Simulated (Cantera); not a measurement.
A Cantera script and what it prints.

```python
import numpy as np
import cantera as ct

gas_names = """
    CL CL2 H HCL H2 N NH NH2 NH3 N2 N2H2 N2H4 Si SiCL SiCL2 SiCL3 SiCL4 SiH SiHCL3 SiH2 SiH2CL2 SiH3
    SiH3CL SiH4 SiN Si2 Si2N Si3
""".split()
cond_names = """
    NH4CL(a) NH4CL(b) Si(cr) Si(L) Si3N4(a)
""".split()


# ... load() reads the species with a 1 bar reference pressure and builds the phases ...
atoms = {
    'SiCl4': {'Si': 1, 'CL': 4},
    'N2': {'N': 2},
    'H2': {'H': 2},
}
top_T = {'Si3N4(a)': 2400}  # K; cautious upper limits of use, not melting points


# ... equilibrate(T, P, feed) seeds the gas with the atoms and calls Mixture.equilibrate('TP', solver="vcs", rtol=1e-11, max_steps=5000) ...
results = []
T = 1000  # K
P = 133.322  # Pa
for m in [0.26, 0.39, 0.59, 0.88, 1.3, 2, 2.9, 4.4, 6.6, 9.8, 15, 22]:
    feed = {'SiCl4': 1, 'N2': m, 'H2': 0.13}  # mol
    mix = equilibrate(T, P, feed)
    results.append((T, P, feed, dict(zip(mix.species_names, mix.species_moles))))
    x = sorted(zip(gas.X, gas.species_names), reverse=True)
    print(f"T = {T:g} K  P = {P:g} Pa  n(N2) = {m:g} mol  gas = {mix.phase_moles(0):.4g} mol")
    print("   x: " + "  ".join(f"{s} {v:.3e}" for v, s in x if v > 1e-05))
    print("   condensed (mol): " + ("  ".join(f"{mix.phase(i).name} {mix.phase_moles(i):.4g}"
          for i in range(1, mix.n_phases) if mix.phase_moles(i) > 1e-12) or "none"))
```

Result:

```
T = 1000 K  P = 133.322 Pa  n(N2) = 0.26 mol  gas = 1.41 mol
   x: SiCL4 6.673e-01  HCL 1.624e-01  N2 1.577e-01  H2 1.087e-02  SiCL3 1.438e-03  SiHCL3 3.147e-04  SiCL2 7.509e-05
   condensed (mol): Si3N4(a) 0.01885
T = 1000 K  P = 133.322 Pa  n(N2) = 0.39 mol  gas = 1.54 mol
   x: SiCL4 6.103e-01  N2 2.283e-01  HCL 1.511e-01  H2 8.704e-03  SiCL3 1.265e-03  SiHCL3 2.476e-04  SiCL2 6.348e-05
   condensed (mol): Si3N4(a) 0.01919
T = 1000 K  P = 133.322 Pa  n(N2) = 0.59 mol  gas = 1.741 mol
   x: SiCL4 5.396e-01  N2 3.166e-01  HCL 1.358e-01  H2 6.700e-03  SiCL3 1.092e-03  SiHCL3 1.876e-04  SiCL2 5.353e-05
   condensed (mol): Si3N4(a) 0.01949
T = 1000 K  P = 133.322 Pa  n(N2) = 0.88 mol  gas = 2.031 mol
   x: SiCL4 4.621e-01  N2 4.139e-01  HCL 1.179e-01  H2 4.992e-03  SiCL3 9.297e-04  SiHCL3 1.379e-04  SiCL2 4.530e-05
   condensed (mol): Si3N4(a) 0.01976
T = 1000 K  P = 133.322 Pa  n(N2) = 1.3 mol  gas = 2.451 mol
   x: N2 5.141e-01  SiCL4 3.826e-01  HCL 9.881e-02  H2 3.584e-03  SiCL3 7.783e-04  SiHCL3 9.780e-05  SiCL2 3.835e-05
   condensed (mol): Si3N4(a) 0.01999
T = 1000 K  P = 133.322 Pa  n(N2) = 2 mol  gas = 3.151 mol
   x: N2 6.218e-01  SiCL4 2.974e-01  HCL 7.772e-02  H2 2.361e-03  SiCL3 6.241e-04  SiHCL3 6.365e-05  SiCL2 3.173e-05
   condensed (mol): Si3N4(a) 0.02021
T = 1000 K  P = 133.322 Pa  n(N2) = 2.9 mol  gas = 4.052 mol
   x: N2 7.057e-01  SiCL4 2.312e-01  HCL 6.097e-02  H2 1.580e-03  SiCL3 5.059e-04  SiHCL3 4.220e-05  SiCL2 2.682e-05
   condensed (mol): Si3N4(a) 0.02038
T = 1000 K  P = 133.322 Pa  n(N2) = 4.4 mol  gas = 5.552 mol
   x: N2 7.851e-01  SiCL4 1.686e-01  HCL 4.487e-02  H2 9.670e-04  SiCL3 3.922e-04  SiHCL3 2.560e-05  SiCL2 2.210e-05
   condensed (mol): Si3N4(a) 0.02055
T = 1000 K  P = 133.322 Pa  n(N2) = 6.6 mol  gas = 7.752 mol
   x: N2 8.461e-01  SiCL4 1.207e-01  HCL 3.236e-02  H2 5.800e-04  SiCL3 3.014e-04  SiCL2 1.824e-05  SiHCL3 1.524e-05
   condensed (mol): Si3N4(a) 0.02068
T = 1000 K  P = 133.322 Pa  n(N2) = 9.8 mol  gas = 10.95 mol
   x: N2 8.910e-01  SiCL4 8.536e-02  HCL 2.304e-02  H2 3.436e-04  SiCL3 2.305e-04  SiCL2 1.508e-05
   condensed (mol): Si3N4(a) 0.02079
T = 1000 K  P = 133.322 Pa  n(N2) = 15 mol  gas = 16.15 mol
   x: N2 9.261e-01  SiCL4 5.784e-02  HCL 1.571e-02  H2 1.915e-04  SiCL3 1.711e-04  SiCL2 1.225e-05
   condensed (mol): Si3N4(a) 0.02087
T = 1000 K  P = 133.322 Pa  n(N2) = 22 mol  gas = 23.15 mol
   x: N2 9.484e-01  SiCL4 4.034e-02  HCL 1.100e-02  SiCL3 1.300e-04  H2 1.116e-04  SiCL2 1.015e-05
   condensed (mol): Si3N4(a) 0.02093
```

Equilibrium computed with Cantera from the NASA thermochemical tables; the gas is ideal and each condensed phase is pure. N2 is the only nitrogen source here; it is nearly inert below about 1500 K, so the nitride shown seldom forms there in practice. The tables' values for SiCl3 are old estimates; treat these amounts as uncertain.
